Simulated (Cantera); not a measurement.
An adiabatic, constant-volume homogeneous reactor starts with CO : H₂ : CH₄ : O₂ : N₂ = 1 : 1.3 : 0.11 : 0.806 : 5.88 (molar parts), at 1475 K and 21800 Torr. Integrator tolerance rtol = 1e-08.

Model: GRI-Mech 3.0 (53 species, 325 reactions), integrated in Cantera. The pressure lies above the range GRI-Mech 3.0 was tuned for (to about 10 atm).

What does this change do: 0.58 parts H2O added?


| quantity | before | after |
|---|---|---|
| time of steepest temperature rise | 2.53 µs | 4.12 µs |
| temperature at 2.00 s | 2863 K | 2759 K |
| equilibrium temperature | 2863 K | 2759 K |
| x(CO) at 2.00 s | 0.0905 (gas-phase equilibrium 0.0905) | 0.0779 (gas-phase equilibrium 0.0779) |
| x(H₂) at 2.00 s | 0.0428 (gas-phase equilibrium 0.0428) | 0.0469 (gas-phase equilibrium 0.0469) |
| x(CH₄) at 2.00 s | 1.33e-10 (gas-phase equilibrium 1.50e-10) | 1.43e-10 (gas-phase equilibrium 1.60e-10) |
| x(N₂O) at 2.00 s | 3.71e-7 (gas-phase equilibrium 3.71e-7) | 2.51e-7 (gas-phase equilibrium 2.51e-7) |
| x(HO₂) at 2.00 s | 4.20e-7 (gas-phase equilibrium 4.20e-7) | 3.10e-7 (gas-phase equilibrium 3.10e-7) |
| x(C₂H₆) at 2.00 s | <1e-12 (gas-phase equilibrium <1e-12) | <1e-12 (gas-phase equilibrium <1e-12) |
| x(C₂H₄) at 2.00 s | <1e-12 (gas-phase equilibrium <1e-12) | <1e-12 (gas-phase equilibrium <1e-12) |

What does this change do: pressure from 21800 Torr to 7500 Torr?


```
quantity                                                              before                                      after
---------------------------------  -----------------------------------------  -----------------------------------------
time of steepest temperature rise                                    2.53 µs                                    4.21 µs
temperature at 2.00 s                                                 2863 K                                     2832 K
equilibrium temperature                                               2863 K                                     2832 K
x(CO) at 2.00 s                        0.0905 (gas-phase equilibrium 0.0905)      0.0907 (gas-phase equilibrium 0.0907)
x(H₂) at 2.00 s                        0.0428 (gas-phase equilibrium 0.0428)      0.0431 (gas-phase equilibrium 0.0431)
x(CH₄) at 2.00 s                   1.33e-10 (gas-phase equilibrium 1.50e-10)  1.76e-11 (gas-phase equilibrium 2.00e-11)
x(N₂O) at 2.00 s                     3.71e-7 (gas-phase equilibrium 3.71e-7)    3.09e-7 (gas-phase equilibrium 3.09e-7)
x(HO₂) at 2.00 s                     4.20e-7 (gas-phase equilibrium 4.20e-7)    5.45e-7 (gas-phase equilibrium 5.45e-7)
x(C₂H₆) at 2.00 s                      <1e-12 (gas-phase equilibrium <1e-12)      <1e-12 (gas-phase equilibrium <1e-12)
x(C₂H₄) at 2.00 s                      <1e-12 (gas-phase equilibrium <1e-12)      <1e-12 (gas-phase equilibrium <1e-12)
```
